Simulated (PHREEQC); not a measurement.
## Buffer: an equilibrium model

Consider water at 25 °C with 0.002 mol/kgw HF, 0.025 mol/kgw Na2HPO4 and 0.00034 mol/kgw NaCl. Closed to the air; pH follows from the charge balance.

The numbers come from PHREEQC with the ion-association model, wateq4f.dat.

Each row changes one thing in this solution. No solid was allowed to form.

```csv
case,pH,ionic strength (mol/kgw),HPO4-2 (mol/kgw),H2PO4- (mol/kgw),NaHPO4- (mol/kgw),NaF (mol/kgw),SI of Halite (NaCl)
as made,7.96,0.0715,0.0221,0.00200,0.000884,3.47e-5,-6.56
temperature from 25 to 60 °C,7.87,0.0716,0.0221,0.00201,0.000836,3.37e-5,-6.64
Na2HPO4 from 0.025 to 0.0225 mol/kgw,7.92,0.0643,0.0198,0.00200,0.000736,3.19e-5,-6.59
temperature from 25 to 20 °C,7.98,0.0715,0.0221,0.00200,0.000890,3.48e-5,-6.54
0.0017 mol/kgw HCl added,7.67,0.0700,0.0205,0.00370,0.000825,3.49e-5,-5.78
diluted 100-fold with water,8.19,0.000731,0.000228,2.16e-5,1.98e-7,5.44e-9,-10.38
```

H3PO4, which wateq4f.dat lacks, is added to it with the constant of phreeqc.dat. Constants without temperature data keep their 25 °C values here.
